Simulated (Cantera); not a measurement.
Input (Python, Cantera) and output of one run.

```python
import numpy as np
import cantera as ct

gas_names = [...]  # 110 gases of nasa_gas.yaml made of C, H, O
cond_names = """
    C(gr) C6H6(L) C7H8(L) C8H18(L),n-octa H2O(s) H2O(L)
""".split()


# ... load() reads the species with a 1 bar reference pressure and builds the phases ...
atoms = {
    'CH4': {'C': 1, 'H': 4},
    'H2O': {'H': 2, 'O': 1},
    'H2': {'H': 2},
}
top_T = {'C(gr)': 4500}  # K; cautious upper limits of use, not melting points


# ... equilibrate(T, P, feed) seeds the gas with the atoms and calls Mixture.equilibrate('TP', solver="vcs", rtol=1e-11, max_steps=5000) ...
results = []
feed = {'CH4': 1, 'H2O': 3.6, 'H2': 2.9}  # mol
P = 10000  # Pa
for T in [1225, 1375, 1525, 1675, 1825, 1975, 2125, 2275]:
    mix = equilibrate(T, P, feed)
    results.append((T, P, feed, dict(zip(mix.species_names, mix.species_moles))))

top = {s: max(r[3][s] / sum(r[3][g] for g in gas_names) for r in results) for s in gas_names}
cols = sorted((s for s in top if top[s] > 0.0001), key=lambda s: -top[s])[:8]
seen = [c for c in cond_names if any(r[3].get(c, 0) > 1e-12 for r in results)]
print("log10 of partial pressures in bar; condensed amounts in mol")
print(f"{'T/K':>10s}" + "".join(f"{s[:9]:>10s}" for s in cols + seen))
for T, P, feed, n in results:
    ng = sum(n[g] for g in gas_names)
    print(f"{T:10.4g}" + "".join(f"{np.log10(max(n[s] / ng * P / 1e5, 1e-99)):10.3f}" for s in cols)
          + "".join(f"{n.get(c, 0):10.4g}" for c in seen))
```

Output:

```
log10 of partial pressures in bar; condensed amounts in mol
       T/K        H2       H2O        CO       CO2         H        OH
      1225    -1.192    -1.599    -2.080    -2.655    -7.102    -9.551
      1375    -1.195    -1.591    -2.055    -2.766    -6.063    -8.203
      1525    -1.197    -1.585    -2.039    -2.857    -5.225    -7.121
      1675    -1.199    -1.582    -2.029    -2.932    -4.535    -6.233
      1825    -1.200    -1.579    -2.022    -2.994    -3.956    -5.491
      1975    -1.203    -1.578    -2.017    -3.046    -3.465    -4.862
      2125    -1.206    -1.579    -2.015    -3.089    -3.043    -4.322
      2275    -1.213    -1.582    -2.015    -3.126    -2.678    -3.854
```

Cantera equilibrium calculation (NASA polynomials, part measured and part estimated; ideal gas, pure solids and liquids).
